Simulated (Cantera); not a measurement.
Input: 1 mol CuO, 11 mol NF3, 4.4 mol H2, equilibrated at 1698 K and 133 Pa.

Cantera equilibrium calculation (NASA polynomials, part measured and part estimated; ideal gas, pure solids and liquids). Candidate condensed phases: Cu, CuF2, CuO, Cu(OH)2, Cu2O, H2O; 45 gas species. Equilibrium is a limit: real reactors are often held back by kinetics, nucleation or transport.

Base state: F 0.586, HF 0.231, N2 0.144, CuF2 0.0225, O2 0.0129, CuF 0.00372, NO 0.000305, O 0.000136 (mole fractions); condensed: gas only.

Question: What changes in the equilibrium state with this change: temperature from 1698 K to 1300 K?

Answer: 
```
species    before     after
-------  --------  --------
F           0.586     0.584
HF          0.231     0.232
N2          0.144     0.145
CuF2       0.0225    0.0263
CuF       0.00372   2.91e-6
O2         0.0129    0.0131
O        0.000136   5.55e-7
F2        1.29e-5  0.000477
NO       0.000305   4.24e-5
```
